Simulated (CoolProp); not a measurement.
Vapour-liquid equilibrium of benzene (1) + ethylbenzene (2) at 336.3 K; x and y are mole fractions of (1).

Computed with CoolProp (multi-fluid Helmholtz-energy mixture model, Thol 2012 and Zhou 2012; pair parameters Bell 2016).

### Question
Give the bubble pressure and the first vapour's composition at x = 0.05, 0.35, 0.425. Is there an azeotrope?

### Answer
x = 0.05: 10.47 kPa, y = 0.229; x = 0.35: 23.74 kPa, y = 0.770; x = 0.425: 27.44 kPa, y = 0.825. No azeotrope shows between x = 0.05 and 0.95.

Pair parameters are fitted to limited data, so mixtures are less certain than the pure fluids.
